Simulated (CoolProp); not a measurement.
Fluorine at 273.99 K and 6.09 MPa is throttled through a valve to 1.67 MPa with no heat exchange. Each further row changes one setting.

The numbers come from the reference Helmholtz-energy equation of state, de Reuck 1990 in CoolProp.

```csv
case,temperature change (K),final density (kg/m³)
as stated,-9.6,___
outlet pressure 0.501 MPa,___,8.79
outlet pressure 2.17 MPa,___,___
```

**Question.** Fill in the missing entries.

**Answer.** 
- as stated, final density (kg/m³): 29.2
- outlet pressure 0.501 MPa, temperature change (K): -12.4
- outlet pressure 2.17 MPa, temperature change (K): -8.4
- outlet pressure 2.17 MPa, final density (kg/m³): 38.0
